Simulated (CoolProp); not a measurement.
Vapour-liquid equilibrium of R125 (1) + cyclopropane (2) at 286.2 K; x and y are mole fractions of (1).

Model: multi-fluid Helmholtz-energy mixture model, Lemmon 2005 and Polt 1992; pair parameters Bell 2016, in CoolProp. This equation is an older, rougher fit; its heat capacities, sound speeds and derivatives of the liquid may be far off and weren't checked against measurements.

Give the bubble pressure and the first vapour's composition at x = 0.25, 0.45, 0.95. Is there an azeotrope?

x = 0.25: 0.8769 MPa, y = 0.486; x = 0.45: 0.9766 MPa, y = 0.596; x = 0.95: 1.012 MPa, y = 0.938. y crosses x between x = 0.75 and 0.85: the model has an azeotrope there.

The pair parameters rest on a limited set of measurements; away from them the model extrapolates.
